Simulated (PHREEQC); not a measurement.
Solution (20 °C): 0.0022 mol HBr, 0.00041 mol FeCl3 and 0.027 mol MgCl2 per kg of water. It is in equilibrium with CO2 at log p = -3.5 (atm). Otherwise closed; pH follows from the charge balance.

Equilibrium calculation in PHREEQC: ion-association model, wateq4f.dat.

**Question.** The ionic strength comes out as 0.0850 mol/kgw. What activity coefficients do H+, Mg+2, FeCl2+, Fe(OH)2+, FeCl+2 get?

**Answer.** H+ 0.83, Mg+2 0.43, FeCl2+ 0.79, Fe(OH)2+ 0.80, FeCl+2 0.40.

This is a speciation only: nothing precipitates in the calculation. Saturation is exceeded, for instance for Hematite (slow to form), Goethite (slow to form); the values hold only as long as no solid forms.
